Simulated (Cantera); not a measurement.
## Reactions in the system C-H-O-Ta

Cantera with NASA thermochemical tables; ideal gases at 1 bar, condensed phases pure. Values are per mole of reaction as written; species without (g) are pure solids or liquids, kept so even where they would boil at 1 bar. TaC: taken at fixed stoichiometry.

2 C₂H₆(g) + 2 TaC + 2 O₂(g) → 3 C₂H₄(g) + 2 TaO₂(g)

| T (K) | ΔH° (kJ) | ΔS° (J/K) | ΔG° (kJ) | log10 K |
|---|---|---|---|---|
| 300 | 211.7 | 264.9 | 132.2 | -23.02 |
| 1173 | 193.1 | 236.6 | -84.4 | 3.76 |
| 1248 | 191.1 | 235.0 | -102.1 | 4.27 |
| 1323 | 189.1 | 233.4 | -119.7 | 4.73 |
| 1398 | 186.9 | 231.8 | -137.1 | 5.12 |
| 1473 | 184.6 | 230.2 | -154.4 | 5.48 |
| 1548 | 182.3 | 228.6 | -171.7 | 5.79 |
| 1623 | 179.8 | 227.1 | -188.7 | 6.07 |
| 1698 | 177.3 | 225.6 | -205.7 | 6.33 |
| 1773 | 174.7 | 224.1 | -222.6 | 6.56 |
| 1848 | 172.0 | 222.6 | -239.3 | 6.76 |
| 1923 | 169.2 | 221.1 | -256.0 | 6.95 |
